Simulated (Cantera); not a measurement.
Feed: 1 mol SiH2Cl2, 10 mol N2, at 10.0 mbar.

Method: chemical equilibrium by Gibbs-energy minimisation in Cantera with the NASA 1993 tables (ideal gas, pure condensed phases). Candidate condensed phases: NH4Cl, Si, Si3N4; 28 gas species. The numbers say what is thermodynamically allowed, not how fast it happens.

### Question
What share of the Si ends up in condensed phases as a function of T (K), at 1675, 1725, 1775, 1825, 1875, 1925, 1975, 2025, 2075?

### Answer
```
T (K)  Si condensed (%)        as
-----  ----------------  --------
1675               35.0  Si3N4(s)
1725               29.1  Si3N4(s)
1775               23.8  Si3N4(s)
1825               21.8     Si(l)
1875               21.6     Si(l)
1925               20.9     Si(l)
1975               19.2     Si(l)
2025               16.0     Si(l)
2075               10.2     Si(l)
```
